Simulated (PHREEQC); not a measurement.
A solution holds 0.0015 mol/kgw HCl, 6.1e-05 mol/kgw ZnSO4 and 7.5e-05 mol/kgw CuCl2, at 80 °C. Closed to the air; pH follows from the charge balance.

Model: ion-association model, phreeqc.dat, run in PHREEQC.

Problem. The ionic strength comes out as 0.00192 mol/kgw. What activity coefficients do ZnCl+, Cl-, SO4-2, Zn+2, Cu+2 get?

Solution. ZnCl+ 0.95, Cl- 0.95, SO4-2 0.81, Zn+2 0.81, Cu+2 0.81.

No solid was allowed to form. At this temperature some constants are extrapolated from 25 °C, and those without enthalpy data are left unchanged.
